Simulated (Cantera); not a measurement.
Cantera run, input and output.

```python
import numpy as np
import cantera as ct

gas = ct.Solution("gri30.yaml")
gas.TPX = 1125, 13332, {'N2O': 1, 'N2': 0.98}
reactor = ct.IdealGasConstPressureReactor(gas, energy="off", clone=False)
net = ct.ReactorNet([reactor])
net.rtol, net.atol = 1e-08, 1e-18
show = ['N2O', 'O', 'NO', 'NO2', 'O2', 'N2']
times = np.geomspace(6e-05, 60, 9)

steps = ct.SolutionArray(gas, extra=["t"])
rows = []
print(f"{'t/s':>10s}{'T/K':>9s}{'P/Pa':>11s}" + "".join(f"{s:>11s}" for s in show))
for t in times:
    while net.time < t:
        t_next = net.step()
        steps.append(gas.state, t=t_next)
    rows.append([np.interp(t, steps.t, y) for y in (steps.T, steps.P, *steps(*show).X.T)])
    print(f"{t:10.3e}{rows[-1][0]:9.1f}{rows[-1][1]:11.4g}" + "".join(f"{x:11.3e}" for x in rows[-1][2:]))
rate = np.gradient(steps.T, steps.t)
print("integrator steps:", len(steps.t))
if steps.T.max() > steps.T[0] + 200:
    print(f"time of steepest temperature rise: {steps.t[rate.argmax()]:.4e} s")
gas.TPX = 1125, 13332, {'N2O': 1, 'N2': 0.98}
gas.equilibrate("TP")
print(f"equilibrium (TP): T = {gas.T:.1f} K  " + "  ".join(f"{s} {gas[s].X[0]:.3e}" for s in show))
```

It prints:

```
       t/s      T/K       P/Pa        N2O          O         NO        NO2         O2         N2
 6.000e-05   1125.0  1.333e+04  5.051e-01  2.111e-07  9.157e-09  3.408e-16  5.516e-08  4.949e-01
 3.374e-04   1125.0  1.333e+04  5.050e-01  4.927e-07  1.579e-07  1.008e-13  9.515e-07  4.950e-01
 1.897e-03   1125.0  1.333e+04  5.050e-01  5.207e-07  1.233e-06  6.132e-12  7.428e-06  4.950e-01
 1.067e-02   1125.0  1.333e+04  5.049e-01  5.207e-07  7.301e-06  2.140e-10  4.399e-05  4.950e-01
 6.000e-02   1125.0  1.333e+04  5.044e-01  5.206e-07  4.139e-05  6.510e-09  2.494e-04  4.953e-01
 3.374e-01   1125.0  1.333e+04  5.013e-01  5.205e-07  2.321e-04  1.573e-07  1.399e-03  4.971e-01
 1.897e+00   1125.0  1.333e+04  4.841e-01  5.191e-07  1.276e-03  1.857e-06  7.705e-03  5.069e-01
 1.067e+01   1125.0  1.333e+04  4.002e-01  5.107e-07  6.373e-03  1.086e-05  3.864e-02  5.547e-01
 6.000e+01   1125.0  1.333e+04  1.538e-01  4.454e-07  2.087e-02  3.752e-05  1.297e-01  6.955e-01
integrator steps: 660
equilibrium (TP): T = 1125.0 K  N2O 2.851e-09  O 5.712e-09  NO 1.053e-04  NO2 9.322e-07  O2 2.016e-01  N2 7.983e-01
```

Model: GRI-Mech 3.0 (53 species, 325 reactions), integrated in Cantera. GRI-Mech 3.0 was tuned for natural gas; its chemistry of N2O as a main component is partial and can be far from experiment. The mechanism lacks the step 2 NO + O2 → 2 NO2, which can matter for NO2 below about 1400 K. The temperature is held fixed by assumption; the heat of reaction is taken as removed at once.
